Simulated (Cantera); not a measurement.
Input: 1 mol TEOS, 0.71 mol O3, 0.29 mol H2, 0.55 mol N2O, held at 6.60 Pa.

Equilibrium computed with Cantera from the NASA thermochemical tables; the gas is ideal and each condensed phase is pure. Candidate condensed phases: C, C6H6, C7H8, C8H18, H2O, Si, SiC, SiO2, Si2N2O, Si3N4; 151 gas species. The feed counts by its element totals alone. Kinetics and transport are ignored. All values below are at 1675 K.

Base state: H2 0.578, CO 0.378, N2 0.0310, H 0.0109, SiO 0.00142, HCN 0.000427, Si 8.84e-5, C2H2 (acetylene) 3.36e-5 (mole fractions); condensed: C(graphite) + SiC(s).

Task: What changes in the equilibrium state with this change: pressure from 6.60 Pa to 0.620 bar?

Result: 
```csv
species,before,after
H2,0.578,0.619
CO,0.378,0.373
N2,0.0310,0.00545
H,0.0109,0.000116
SiO,0.00142,0.00141
CH4,2.66e-8,0.000286
H2O,8.02e-9,7.97e-5
Si,8.84e-5,9.41e-9
CO2,1.58e-9,1.45e-5
HCN,0.000427,0.000185
"C(graphite), mol",0.363,1.73
"SiC(s), mol",0.973,0.0608
"Si2N2O(s), mol",0,0.458
```
Mutual solubility and eutectic melting of coexisting phases are not modelled.
